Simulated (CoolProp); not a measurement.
A Linde-Hampson liquefier for ethylene: isothermal reversible compression at 300 K from 1 atm to 10 MPa, throttling to 1 atm, return gas leaving the recuperator 10 K below the feed. Each further row changes one setting.

Values from CoolProp's reference Helmholtz-energy equation of state, Smukala 2000.

| case | liquid yield per pass | compression work (kJ/kg of gas) |
|---|---|---|
| as stated | ? | 346 |
| high pressure 20 MPa | 0.465 | ? |
| warm-end temperature 330 K | ? | ? |
| warm-end gap 15 K | ? | 346 |

Question: Complete the blanks.

Answer: 
- as stated, liquid yield per pass: 0.420
- high pressure 20 MPa, compression work (kJ/kg of gas): 373
- warm-end temperature 330 K, liquid yield per pass: 0.252
- warm-end temperature 330 K, compression work (kJ/kg of gas): 405
- warm-end gap 15 K, liquid yield per pass: 0.414
